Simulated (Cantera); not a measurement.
Cantera run, input and output.

```python
import numpy as np
import cantera as ct

gas = ct.Solution("gri30.yaml")
gas.TPX = 1100, 13332, {'CO': 0.029, 'O2': 0.0031, 'H2O': 2.8e-05, 'N2': 1}
reactor = ct.IdealGasConstPressureReactor(gas, energy="off", clone=False)
net = ct.ReactorNet([reactor])
net.rtol, net.atol = 1e-08, 1e-18
show = ['CO', 'O2', 'H2O', 'HO2', 'O']
times = np.geomspace(9e-06, 300, 15)

steps = ct.SolutionArray(gas, extra=["t"])
rows = []
print(f"{'t/s':>10s}{'T/K':>9s}{'P/Pa':>11s}" + "".join(f"{s:>11s}" for s in show))
for t in times:
    while net.time < t:
        t_next = net.step()
        steps.append(gas.state, t=t_next)
    rows.append([np.interp(t, steps.t, y) for y in (steps.T, steps.P, *steps(*show).X.T)])
    print(f"{t:10.3e}{rows[-1][0]:9.1f}{rows[-1][1]:11.4g}" + "".join(f"{x:11.3e}" for x in rows[-1][2:]))
rate = np.gradient(steps.T, steps.t)
print("integrator steps:", len(steps.t))
if steps.T.max() > steps.T[0] + 200:
    print(f"time of steepest temperature rise: {steps.t[rate.argmax()]:.4e} s")
gas.TPX = 1100, 13332, {'CO': 0.029, 'O2': 0.0031, 'H2O': 2.8e-05, 'N2': 1}
gas.equilibrate("TP")
print(f"equilibrium (TP): T = {gas.T:.1f} K  " + "  ".join(f"{s} {gas[s].X[0]:.3e}" for s in show))
```

Output:

```
       t/s      T/K       P/Pa         CO         O2        H2O        HO2          O
 9.000e-06   1100.0  1.333e+04  2.810e-02  3.004e-03  2.713e-05  2.771e-18  8.817e-13
 3.102e-05   1100.0  1.333e+04  2.810e-02  3.004e-03  2.713e-05  9.539e-18  3.038e-12
 1.069e-04   1100.0  1.333e+04  2.810e-02  3.004e-03  2.713e-05  3.281e-17  1.047e-11
 3.684e-04   1100.0  1.333e+04  2.810e-02  3.004e-03  2.713e-05  1.186e-16  3.603e-11
 1.270e-03   1100.0  1.333e+04  2.810e-02  3.004e-03  2.713e-05  8.142e-16  1.236e-10
 4.375e-03   1100.0  1.333e+04  2.810e-02  3.004e-03  2.713e-05  1.991e-14  4.203e-10
 1.508e-02   1100.0  1.333e+04  2.810e-02  3.004e-03  2.713e-05  5.569e-13  1.390e-09
 5.196e-02   1100.0  1.333e+04  2.810e-02  3.003e-03  2.713e-05  1.023e-11  4.434e-09
 1.791e-01   1100.0  1.333e+04  2.810e-02  3.003e-03  2.713e-05  1.554e-10  2.105e-08
 6.171e-01   1100.0  1.333e+04  2.809e-02  2.999e-03  2.707e-05  1.335e-08  1.993e-06
 2.127e+00   1100.0  1.333e+04  2.236e-02  7.153e-05  1.674e-06  3.816e-09  8.634e-05
 7.330e+00   1100.0  1.333e+04  2.213e-02  1.147e-09  3.068e-06  8.072e-14  6.638e-09
 2.526e+01   1100.0  1.333e+04  2.213e-02  6.293e-11  4.794e-06  3.764e-15  3.676e-10
 8.705e+01   1100.0  1.333e+04  2.214e-02  4.398e-12  5.480e-06  1.659e-16  2.500e-11
 3.000e+02   1100.0  1.333e+04  2.214e-02  3.792e-13  5.727e-06  6.054e-18  2.156e-12
integrator steps: 1987
equilibrium (TP): T = 1100.0 K  CO 2.214e-02  O2 1.012e-18  H2O 5.900e-06  HO2 1.903e-24  O 6.919e-18
```

Cantera simulation using GRI-Mech 3.0 (53 species, 325 reactions); the numbers are that mechanism's predictions, not measurements.
